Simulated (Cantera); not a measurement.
Charge: 1 mol CH₃SiCl₃, 28 mol H₂, equilibrated at 0.0940 bar.

Method: chemical equilibrium by Gibbs-energy minimisation in Cantera with the NASA 1993 tables (ideal gas, pure condensed phases). Candidate condensed phases: C, C₆H₆, C₇H₈, C₈H₁₈, Si, SiC; 109 gas species. The feed counts by its element totals alone. Gases not in the tables: Si₂H₆ and higher silanes. Rates play no part.

Problem. Which condensed phases are stable at each of these points (T (K)): 1850, 1925, 2000, 2075, 2150, 2225, 2300, 2375, 2450, 2525?

Solution. 
```csv
T (K),condensed phases,Si condensed (%)
1850,C(graphite) + SiC(s),97.3
1925,C(graphite) + SiC(s),96.6
2000,SiC(s),95.7
2075,SiC(s),94.2
2150,SiC(s),92.1
2225,SiC(s),88.6
2300,SiC(s),82.5
2375,SiC(s),70.6
2450,SiC(s),46.9
2525,gas only,0.0
```

From 1850 K to 1925 K the condensed part is C(graphite) + SiC(s). From 2000 K to 2450 K the condensed part is SiC(s). At 2525 K nothing is condensed.
